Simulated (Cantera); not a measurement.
Feed: 1 mol B₂H₆, 0.56 mol H₂O, equilibrated at 79.0 Pa.

Method: chemical equilibrium by Gibbs-energy minimisation in Cantera with the NASA 1993 tables (ideal gas, pure condensed phases). Candidate condensed phases: B, B₂O₃, B₃O₃H₃, H₂O; 23 gas species. The feed counts by its element totals alone. The tables' values for BH₂ are old estimates; treat these amounts as uncertain. Equilibrium is a limit: real reactors are often held back by kinetics, nucleation or transport. All values below are at 2298 K.

Base state: H₂ 0.605, H 0.265, BO 0.0937, HBO 0.0190, B 0.0125, B₂O 0.00264, BH₂ 0.00125, B₂O₂ 0.00111 (mole fractions); condensed: B(s).

### Question
What changes in the equilibrium state with this change: pressure from 79.0 Pa to 21.0 mbar?

### Answer
```
species      before     after
---------  --------  --------
H₂            0.605     0.810
HBO          0.0190    0.0641
H             0.265    0.0595
B            0.0125  0.000471
BO           0.0937    0.0529
B₂O₃        4.05e-7   5.12e-5
HBO₂        1.11e-6   5.61e-5
B₂O₂        0.00111   0.00938
BH         0.000241   5.42e-5
B(s), mol      1.36      1.43
```
